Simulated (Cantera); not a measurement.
Input: 1 mol MgO, 1.8 mol HI, 3.1 mol H2, held at 1002 °C and 54.0 mbar.

Cantera equilibrium calculation (NASA polynomials, part measured and part estimated; ideal gas, pure solids and liquids). Candidate condensed phases: H2O, I2, Mg, MgI2, MgO, Mg(OH)2; 20 gas species. The numbers say what is thermodynamically allowed, not how fast it happens.

Base state: H2 0.656, HI 0.218, I 0.106, H2O 0.00829, MgI2 0.00829, I2 0.00358 (mole fractions); condensed: MgO(s).

Question: What changes in the equilibrium state with this change: temperature from 1002 °C to 902 °C?

Answer: 
```csv
species,before,after
H2,0.656,0.650
HI,0.218,0.268
I,0.106,0.0662
MgI2,0.00829,0.00588
H2O,0.00829,0.00588
I2,0.00358,0.00485
"MgO(s), mol",0.957,0.970
```

Question: What changes in the equilibrium state with this change: pressure from 54.0 mbar to 0.300 bar?

Answer: 
| species | before | after |
|---|---|---|
| H2 | 0.656 | 0.648 |
| HI | 0.218 | 0.270 |
| I | 0.106 | 0.0558 |
| MgI2 | 0.00829 | 0.0102 |
| H2O | 0.00829 | 0.0102 |
| I2 | 0.00358 | 0.00553 |
| MgO(s), mol | 0.957 | 0.948 |
